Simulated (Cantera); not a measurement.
A closed system holds: 1 mol SiH2Cl2, 51 mol N2, at 1850 °C and 75.0 Torr.

Method: chemical equilibrium by Gibbs-energy minimisation in Cantera with the NASA 1993 tables (ideal gas, pure condensed phases). Candidate condensed phases: NH4Cl, Si, Si3N4; 28 gas species. The tables' values for SiCl, SiN, SiCl3 are old estimates; treat these amounts as uncertain. The numbers say what is thermodynamically allowed, not how fast it happens.

Base state: N2 0.959, H2 0.0135, SiCl2 0.0134, HCl 0.00929, Si 0.00170, H 0.00132, SiCl 0.000732, Cl 0.000666 (mole fractions); condensed: Si(l).

### Question
What changes in the equilibrium state with this change: temperature from 1850 °C to 727 °C?

### Answer
| species | before | after |
|---|---|---|
| N2 | 0.959 | 0.964 |
| HCl | 0.00929 | 0.0274 |
| H2 | 0.0135 | 0.00544 |
| SiCl2 | 0.0134 | 7.17e-8 |
| SiCl4 | 1.93e-7 | 0.00271 |
| Si | 0.00170 | <1e-9 |
| H | 0.00132 | <1e-9 |
| Si(l), mol | 0.133 | 0 |
| Si3N4(s), mol | 0 | 0.286 |
N2 is the only nitrogen source here; it is nearly inert below about 1500 K, so the nitride shown seldom forms there in practice.

### Question
What changes in the equilibrium state with this change: 0.97 mol HCl added?

### Answer
```
species       before     after
----------  --------  --------
N2             0.959     0.943
HCl          0.00929    0.0187
H2            0.0135    0.0173
SiCl2         0.0134    0.0171
Si2N        0.000122   1.97e-5
Si2          2.33e-5   3.78e-6
SiN         0.000104   4.16e-5
Si           0.00170  0.000685
Si(l), mol     0.133         0
```
The tables' values for SiCl, SiCl3, SiN are old estimates; treat these amounts as uncertain.

### Question
What changes in the equilibrium state with this change: 0.089 mol H2O added?

### Answer
```csv
species,before,after
N2,0.959,0.956
H2,0.0135,0.0149
SiCl2,0.0134,0.0131
SiO,0,0.00167
SiH,3.23e-5,3.39e-5
H,0.00132,0.00138
HCl,0.00929,0.00967
SiCl3,5.18e-5,5.04e-5
"Si(l), mol",0.133,0.0541
```
Further candidate phases: H2O, SiO2, Si2N2O.
